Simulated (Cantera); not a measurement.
Input (Python, Cantera) and output of one run.

```python
import numpy as np
import cantera as ct

gas_names = """
    CL CL2 H HCL H2 N NH NH2 NH3 N2 N2H2 N2H4 Si SiCL SiCL2 SiCL3 SiCL4 SiH SiHCL3 SiH2 SiH2CL2 SiH3
    SiH3CL SiH4 SiN Si2 Si2N Si3
""".split()
cond_names = """
    NH4CL(a) NH4CL(b) Si(cr) Si(L) Si3N4(a)
""".split()


def load(file, names, dense=False):
    # The tables refer to 1 bar. Condensed volumes are neglected.
    table = {s.name: s for s in ct.Species.list_from_file(file)}
    out = []
    for n in names:
        d = dict(table[n].input_data)
        d["thermo"] = dict(d["thermo"], **{"reference-pressure": 1e5})
        if dense:
            d["equation-of-state"] = {"model": "constant-volume", "density": "1e6 g/cm^3"}
        out.append(ct.Species.from_dict(d))
    return out


gas = ct.Solution(thermo="ideal-gas", species=load("nasa_gas.yaml", gas_names))
cond = {s.name: ct.Solution(thermo="fixed-stoichiometry", species=[s], name=s.name)
        for s in load("nasa_condensed.yaml", cond_names, dense=True)}
atoms = {
    'SiH2Cl2': {'Si': 1, 'H': 2, 'CL': 2},
    'N2': {'N': 2},
}
top_T = {'Si3N4(a)': 2400}  # K; cautious upper limits of use, not melting points


def equilibrate(T, P, feed):
    n = {}
    for name, mol in feed.items():
        for a, k in atoms[name].items():
            n[a] = n.get(a, 0.0) + k * mol
    gas.TPX = T, P, n
    mass = sum(n.values()) * gas.mean_molecular_weight
    gas.equilibrate("TP")
    valid = [c for c in cond.values() if c.min_temp <= T <= top_T.get(c.name, c.max_temp)]
    mix = ct.Mixture([(gas, mass / gas.mean_molecular_weight)] + [(c, 0.0) for c in valid])
    mix.T, mix.P = T, P
    mix.equilibrate("TP", solver="vcs", rtol=1e-11, max_steps=5000)
    return mix


results = []
T = 1675  # K
P = 88000  # Pa
for m in [18, 28, 38, 49, 59, 69, 79, 89, 99, 110, 120, 130]:
    feed = {'SiH2Cl2': 1, 'N2': m}  # mol
    mix = equilibrate(T, P, feed)
    results.append((T, P, feed, dict(zip(mix.species_names, mix.species_moles))))

top = {s: max(r[3][s] / sum(r[3][g] for g in gas_names) for r in results) for s in gas_names}
cols = sorted((s for s in top if top[s] > 0.001), key=lambda s: -top[s])[:9]
seen = [c for c in cond_names if any(r[3].get(c, 0) > 1e-12 for r in results)]
print("log10 of partial pressures in bar; condensed amounts in mol")
print(f"{'n(N2)':>10s}" + "".join(f"{s[:9]:>10s}" for s in cols + seen))
for T, P, feed, n in results:
    ng = sum(n[g] for g in gas_names)
    print(f"{feed['N2']:10.4g}" + "".join(f"{np.log10(max(n[s] / ng * P / 1e5, 1e-99)):10.3f}" for s in cols)
          + "".join(f"{n.get(c, 0):10.4g}" for c in seen))
```

Output:

```
log10 of partial pressures in bar; condensed amounts in mol
     n(N2)        N2       HCL        H2     SiCL2     SiCL3     SiCL4  Si3N4(a)
        18    -0.100    -1.253    -1.763    -2.111    -2.522    -2.615    0.2353
        28    -0.085    -1.421    -1.963    -2.258    -2.737    -2.898    0.2364
        38    -0.077    -1.541    -2.103    -2.363    -2.892    -3.103    0.2369
        49    -0.073    -1.643    -2.220    -2.452    -3.025    -3.280    0.2373
        59    -0.070    -1.718    -2.305    -2.519    -3.124    -3.411    0.2375
        69    -0.068    -1.781    -2.376    -2.576    -3.209    -3.524    0.2376
        79    -0.066    -1.837    -2.438    -2.626    -3.283    -3.623    0.2377
        89    -0.065    -1.886    -2.493    -2.670    -3.349    -3.711    0.2378
        99    -0.064    -1.930    -2.542    -2.710    -3.409    -3.790    0.2378
       110    -0.063    -1.973    -2.590    -2.750    -3.468    -3.869    0.2379
       120    -0.063    -2.010    -2.629    -2.783    -3.518    -3.935    0.2379
       130    -0.062    -2.043    -2.666    -2.814    -3.563    -3.995     0.238
```

Method: chemical equilibrium by Gibbs-energy minimisation in Cantera with the NASA 1993 tables (ideal gas, pure condensed phases). The tables' values for SiCl3 are old estimates; treat these amounts as uncertain.
